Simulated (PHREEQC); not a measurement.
**Polishing slurry liquid (model solution)**

Dissolve 4.1 mmol/kgw TMAH, 1.3 mmol/kgw K2SO4 and 9.7 mmol/kgw CO2 at 25 °C. Closed to the air; pH follows from the charge balance.

All values are PHREEQC results (ion-association model, phreeqc.dat), not measurements.

No solid was allowed to form.

Problem. What pH, ionic strength does the model give?

Solution. pH 6.18; ionic strength 0.00797 mol/kgw.

Problem. In which forms is C present?

Solution. CO2 58 %, HCO3- 42 % of the C.

Complexes and solids missing from the database can't appear. (CH3)4N+ isn't in the database: it is added as a free cation with an ion size of 4 Å.
